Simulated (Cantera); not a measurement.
A perfectly stirred reactor is fed with C3H8 : O2 : N2 = 1 : 2.94 : 11.1 (molar parts), equivalence ratio 1.7, at 1900000 Pa; it is adiabatic with a 373 K inlet, and is followed from long to short residence time, starting on the burning branch (τ in s: 0.026, 0.012, 0.005, 0.0022, 0.00095, 0.00041, 0.00018, 7.8e-05, 3.4e-05, 1.5e-05).

Detailed kinetics in Cantera: GRI-Mech 3.0 (53 species, 325 reactions). GRI-Mech 3.0 was tuned for natural gas; its chemistry of propane as a main component is partial and can be far from experiment. The pressure lies above the range GRI-Mech 3.0 was tuned for (to about 10 atm).

```
quantity                                                                      before                                after
------------------------------------------------  ----------------------------------  -----------------------------------
blow-out, bracketed by the residence times tried  burning at 78.0 µs, out at 34.0 µs  burning at 2.20 ms, out at 0.950 ms
x(C3H8) at τ = 26.0 ms                                                       1.46e-6                             0.000381
x(O2) at τ = 26.0 ms                                                        0.000281                              0.00259
x(N2O) at τ = 26.0 ms                                                        1.46e-9                              2.92e-8
x(CO) at τ = 26.0 ms                                                           0.107                               0.0794
x(H) at τ = 26.0 ms                                                          6.90e-5                              2.60e-6
x(C3H8) at τ = 0.410 ms                                                      8.72e-5                               0.0714
x(O2) at τ = 0.410 ms                                                        0.00677                                0.136
x(N2O) at τ = 0.410 ms                                                       3.71e-8                               <1e-12
x(CO) at τ = 0.410 ms                                                         0.0888                               <1e-12
x(H) at τ = 0.410 ms                                                        0.000141                               <1e-12
```

**Question.** Name the change that produced these shifts.
A) inlet temperature 373 to 450 K
B) N2 11.1 to 8.5 parts
C) O2 2.94 to 1.9 parts
D) inlet temperature 373 to 323 K

**Answer.** C, O2 2.94 to 1.9 parts
